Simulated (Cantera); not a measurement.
A freely propagating, adiabatic, planar premixed flame of CH4 : O2 : N2 = 1 : 2.22 : 8.36 (molar parts), equivalence ratio 0.90, unburnt at 300 K and 40000 Pa; mixture-averaged transport, grid criteria slope 0.08 and curve 0.16, no radiation.

Model: GRI-Mech 3.0 (53 species, 325 reactions), integrated in Cantera. Burning velocities carry a grid error of a few per cent, more on coarse grids.

| quantity | before | after |
|---|---|---|
| laminar burning velocity | 45.7 cm/s | 49.1 cm/s |
| thermal thickness | 0.957 mm | 0.865 mm |
| peak x(CH3) | 0.00175 | 0.00135 |
| peak x(C2H2) | 3.94e-5 | 1.11e-5 |
| peak x(CO) | 0.0431 | 0.0387 |

Problem. Name the change that produced these shifts.
A) O2 2.22 to 2.9 parts
B) inlet temperature 300 to 475 K
C) inlet temperature 300 to 375 K
D) CH4 1 to 0.78 parts

Solution. A, O2 2.22 to 2.9 parts
